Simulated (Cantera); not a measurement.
A closed system holds: 1 mol CO, 0.065 mol O₂, 2 mol N₂, 0.11 mol CO₂, held at 1677 °C and 1 atm.

These are equilibrium values from Cantera (NASA tables, ideal gas, pure condensed phases), not measurements of a reactor. Candidate condensed phases: C; 24 gas species. Kinetics and transport are ignored.

Base state: N₂ 0.643, CO 0.280, CO₂ 0.0772 (mole fractions); condensed: gas only.

### Question
What changes in the equilibrium state with this change: CO replaced by C₃H₆?

### Answer
```
species           before     after
----------------  ------  --------
H₂                     0     0.557
N₂                 0.643     0.371
CO                 0.280    0.0654
CO₂               0.0772   1.42e-7
HCN                    0   0.00547
H                      0  0.000850
C₂H₂ (acetylene)       0  0.000304
C(graphite), mol       0      2.73
```
Further candidate phases: C₆H₆, C₇H₈, C₈H₁₈, H₂O.
